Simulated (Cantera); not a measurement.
Silicon nitride deposition: trisilylamine + NH₃ + N₂

Feed: 1 mol trisilylamine, 8.3 mol NH₃, 4.2 mol N₂, held at 923.15 K and 3.00 mbar.

Method: chemical equilibrium by Gibbs-energy minimisation in Cantera with the NASA 1993 tables (ideal gas, pure condensed phases). Candidate condensed phases: Si, Si₃N₄; 18 gas species. The feed counts by its element totals alone. Kinetics and transport are ignored.

- x(H₂): 0.712
- x(N₂): 0.288
- n(Si₃N₄(s)): 1.00 mol
- gas amount: 23.80 mol
- log10 activity of Si(s) (absent): -6.23
